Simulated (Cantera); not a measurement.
Charge: 1 mol c-C4F8, 0.58 mol Si, 0.73 mol H2, equilibrated at 0.825 Torr.

Cantera equilibrium calculation (NASA polynomials, part measured and part estimated; ideal gas, pure solids and liquids). Candidate condensed phases: C, C6H6, C7H8, C8H18, Si, SiC; 113 gas species. The feed counts by its element totals alone. The tables' values for SiF3 are old estimates; treat these amounts as uncertain. Gases not in the tables: C2F6 and larger saturated fluorocarbons. Kinetics and transport are ignored.

x: gas mole fraction; n: condensed amount in mol.

```tsv
T (°C)	x HF	x CF4	x SiF4	x CF2	x F	n C(graphite)
875	0.472	0.341	0.187	7.58e-7	1.05e-7	2.94
975	0.472	0.341	0.187	8.05e-6	1.49e-6	2.94
1075	0.472	0.341	0.187	___	___	2.94
1175	0.472	0.341	0.187	0.000336	0.000100	2.94
1275	0.471	0.339	0.187	0.00150	0.000548	2.94
1375	0.470	0.336	0.187	0.00556	0.00243	2.94
1475	0.464	0.324	0.184	0.0174	0.00904	2.92
1575	0.450	___	0.179	___	___	2.89
1675	0.419	0.229	0.167	0.103	0.0778	2.83
1775	0.367	0.129	0.146	0.178	0.175	2.76
```

Task: Complete the blanks.

Result: 
- 1575, x CF4: 0.293
- 1575, x CF2: 0.0465
- 1575, x F: 0.0287
- 1075, x CF2: 5.99e-5
- 1075, x F: 1.43e-5
